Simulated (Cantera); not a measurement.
An isothermal, constant-pressure homogeneous reactor starts with C₂H₆ : N₂ : H₂O = 1 : 92 : 9 (molar parts), at 1775 K and 900 Pa.

Model: GRI-Mech 3.0 (53 species, 325 reactions), integrated in Cantera. Radical loss at walls, strong at low pressure, is not modelled.

**Question.** Predict: x(HCN) at 70.0 s; x(H) at 70.0 s; x(H₂) at 70.0 s.

**Answer.** 
- x(HCN) at 70.0 s: 1.98e-8 (gas-phase equilibrium 5.25e-11)
- x(H) at 70.0 s: 0.000445 (gas-phase equilibrium 0.000697)
- x(H₂) at 70.0 s: 0.0516 (gas-phase equilibrium 0.0514)
